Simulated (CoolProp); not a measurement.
A simple Rankine cycle with 1,2-dichloroethane: condensing at 312.15 K, boiler at 0.274 MPa, turbine inlet 407 K, turbine efficiency 0.75, pump efficiency 0.7, no recuperator. Each further row changes one setting.

Model: reference Helmholtz-energy equation of state, Thol 2015, in CoolProp.

```json
[
 {"case": "as stated", "thermal efficiency (%)": "13.5", "net work (kJ/kg)": "[?]", "heat in (kJ/kg)": "426", "turbine exit temperature (K)": "336.6", "volume ratio over the turbine": "12.0"},
 {"case": "turbine inlet 427 K", "thermal efficiency (%)": "13.7", "net work (kJ/kg)": "60.9", "heat in (kJ/kg)": "446", "turbine exit temperature (K)": "[?]", "volume ratio over the turbine": "12.0"},
 {"case": "condensing temperature 304.15 K", "thermal efficiency (%)": "14.8", "net work (kJ/kg)": "[?]", "heat in (kJ/kg)": "437", "turbine exit temperature (K)": "328.4", "volume ratio over the turbine": "16.7"},
 {"case": "boiler pressure 0.192 MPa", "thermal efficiency (%)": "11.9", "net work (kJ/kg)": "51.1", "heat in (kJ/kg)": "428", "turbine exit temperature (K)": "346.2", "volume ratio over the turbine": "8.51"},
 {"case": "turbine efficiency 0.65", "thermal efficiency (%)": "11.7", "net work (kJ/kg)": "49.9", "heat in (kJ/kg)": "426", "turbine exit temperature (K)": "345.4", "volume ratio over the turbine": "[?]"}
]
```

Q: Fill in the missing entries.

A: 
- as stated, net work (kJ/kg): 57.6
- turbine inlet 427 K, turbine exit temperature (K): 355.1
- condensing temperature 304.15 K, net work (kJ/kg): 64.4
- turbine efficiency 0.65, volume ratio over the turbine: 12.3
